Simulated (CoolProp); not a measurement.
Vapour-liquid equilibrium of R125 (1) + R143a (2) at -24.95 °C; x and y are mole fractions of (1).

Model: multi-fluid Helmholtz-energy mixture model, Lemmon 2005 and Lemmon and Jacobsen 2000; pair parameters Lemmon 2004, in CoolProp.

| x | bubble pressure, mixture model (kPa) | bubble pressure, Raoult's law (kPa) | y, mixture model | y, Raoult's law |
|---|---|---|---|---|
| 0.05 | 261.2 | 262.8 | 0.048 | 0.053 |
| 0.2 | 259.8 | 265.4 | 0.198 | 0.210 |
| 0.35 | 259.9 | 268.0 | 0.355 | 0.365 |
| 0.5 | 261.7 | 270.5 | 0.514 | 0.516 |
| 0.65 | 265.1 | 273.1 | 0.671 | 0.664 |
| 0.8 | 270.1 | 275.7 | 0.820 | 0.810 |
| 0.95 | 276.7 | 278.3 | 0.957 | 0.953 |

The largest gap from Raoult's law is -3.3 % in bubble pressure, at x = 0.5. y crosses x between x = 0.2 and 0.35: the model has an azeotrope there.

The pair parameters rest on a limited set of measurements; away from them the model extrapolates.
